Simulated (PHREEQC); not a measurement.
Dissolve 23 mmol/kgw CO2 at 25 °C. Closed to the air; pH follows from the charge balance.

Equilibrium calculation in PHREEQC: ion-association model, phreeqc.dat.

Each row changes one thing in this solution. Precipitation was switched off in this run.

```json
[
 {"case": "as made", "pH": "4.00", "ionic strength (mol/kgw)": "0.000102", "CO2 (mol/kgw)": "0.0229", "HCO3- (mol/kgw)": "0.000102", "CO3-2 (mol/kgw)": "4.91e-11"},
 {"case": "CO2 replaced by Na2CO3 at the same molality", "pH": "11.09", "ionic strength (mol/kgw)": "0.0564", "CO2 (mol/kgw)": "2.26e-8", "HCO3- (mol/kgw)": "0.00153", "CO3-2 (mol/kgw)": "0.0159"},
 {"case": "diluted 100-fold with water", "pH": "5.00", "ionic strength (mol/kgw)": "9.93e-6", "CO2 (mol/kgw)": "0.000220", "HCO3- (mol/kgw)": "9.93e-6", "CO3-2 (mol/kgw)": "4.76e-11"},
 {"case": "CO2 replaced by KHCO3 at the same molality", "pH": "8.21", "ionic strength (mol/kgw)": "0.0233", "CO2 (mol/kgw)": "0.000266", "HCO3- (mol/kgw)": "0.0225", "CO3-2 (mol/kgw)": "0.000264"},
 {"case": "CO2 from 0.023 to 0.0115 mol/kgw", "pH": "4.15", "ionic strength (mol/kgw)": "?", "CO2 (mol/kgw)": "0.0114", "HCO3- (mol/kgw)": "?", "CO3-2 (mol/kgw)": "4.88e-11"},
 {"case": "diluted 5-fold with water", "pH": "4.35", "ionic strength (mol/kgw)": "4.54e-5", "CO2 (mol/kgw)": "0.00455", "HCO3- (mol/kgw)": "4.53e-5", "CO3-2 (mol/kgw)": "4.84e-11"},
 {"case": "CO2 replaced by NH4HCO3 at the same molality", "pH": "7.77", "ionic strength (mol/kgw)": "0.0225", "CO2 (mol/kgw)": "0.000733", "HCO3- (mol/kgw)": "0.0222", "CO3-2 (mol/kgw)": "?"}
]
```

Problem. Complete the blanks.

Solution. 
- CO2 from 0.023 to 0.0115 mol/kgw, ionic strength (mol/kgw): 7.20e-5
- CO2 from 0.023 to 0.0115 mol/kgw, HCO3- (mol/kgw): 7.20e-5
- CO2 replaced by NH4HCO3 at the same molality, CO3-2 (mol/kgw): 9.30e-5
